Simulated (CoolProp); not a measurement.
Properties of decamethyltetrasiloxane (MD2M) along the isotherm 600 K.

The numbers come from the reference Helmholtz-energy equation of state, Thol 2017 in CoolProp.

```json
[
 {"p (MPa)": "0.358", "phase": "gas", "density (kg/m³)": "24.99", "cv (kJ/(kg K))": "2.015", "speed of sound (m/s)": "113.9", "fugacity coefficient": "0.9015"},
 {"p (MPa)": "0.715", "phase": "gas", "density (kg/m³)": "58.87", "cv (kJ/(kg K))": "2.030", "speed of sound (m/s)": "94.80", "fugacity coefficient": "0.8046"},
 {"p (MPa)": "1.07", "phase": "gas", "density (kg/m³)": "128.4", "cv (kJ/(kg K))": "2.074", "speed of sound (m/s)": "58.27", "fugacity coefficient": "0.7025"},
 {"p (MPa)": "1.43", "phase": "supercritical", "density (kg/m³)": "429.3", "cv (kJ/(kg K))": "2.093", "speed of sound (m/s)": "105.7", "fugacity coefficient": "0.5678"},
 {"p (MPa)": "1.79", "phase": "supercritical", "density (kg/m³)": "458.6", "cv (kJ/(kg K))": "2.079", "speed of sound (m/s)": "143.9", "fugacity coefficient": "0.4770"},
 {"p (MPa)": "2.15", "phase": "supercritical", "density (kg/m³)": "476.1", "cv (kJ/(kg K))": "2.072", "speed of sound (m/s)": "170.3", "fugacity coefficient": "0.4167"},
 {"p (MPa)": "2.5", "phase": "supercritical", "density (kg/m³)": "488.7", "cv (kJ/(kg K))": "2.067", "speed of sound (m/s)": "190.8", "fugacity coefficient": "0.3749"},
 {"p (MPa)": "2.86", "phase": "supercritical", "density (kg/m³)": "499.2", "cv (kJ/(kg K))": "2.063", "speed of sound (m/s)": "208.7", "fugacity coefficient": "0.3429"}
]
```
